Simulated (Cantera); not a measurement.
A perfectly stirred reactor is fed with 37.1 % H₂, 13.2 % O₂, 49.7 % N₂, at 91000 Pa; it is adiabatic with a 373 K inlet, and is followed from long to short residence time, starting on the burning branch (τ in s: 0.19, 0.082, 0.036, 0.016, 0.007, 0.0031, 0.0014, 0.0006, 0.00026, 0.00012, 5.1e-05, 2.3e-05, 1e-05).

Computed with Cantera and GRI-Mech 3.0 (53 species, 325 reactions).

Question: Predict: blow-out, bracketed by the residence times tried; x(H₂) at τ = 0.190 s; x(O₂) at τ = 0.190 s; x(O) at τ = 0.190 s; x(H₂O) at τ = 0.190 s; x(N₂O) at τ = 0.190 s; x(H₂) at τ = 1.40 ms; x(O₂) at τ = 1.40 ms; x(O) at τ = 1.40 ms; x(H₂O) at τ = 1.40 ms; x(N₂O) at τ = 1.40 ms.

Answer: 
| Item | Value |
|---|---|
| blow-out, bracketed by the residence times tried | burning at 23.0 µs, out at 10.0 µs |
| x(H₂) at τ = 0.190 s | 0.121 |
| x(O₂) at τ = 0.190 s | 6.91e-5 |
| x(O) at τ = 0.190 s | 5.74e-5 |
| x(H₂O) at τ = 0.190 s | 0.302 |
| x(N₂O) at τ = 0.190 s | 9.29e-9 |
| x(H₂) at τ = 1.40 ms | 0.116 |
| x(O₂) at τ = 1.40 ms | 0.00164 |
| x(O) at τ = 1.40 ms | 0.00129 |
| x(H₂O) at τ = 1.40 ms | 0.286 |
| x(N₂O) at τ = 1.40 ms | 1.17e-8 |
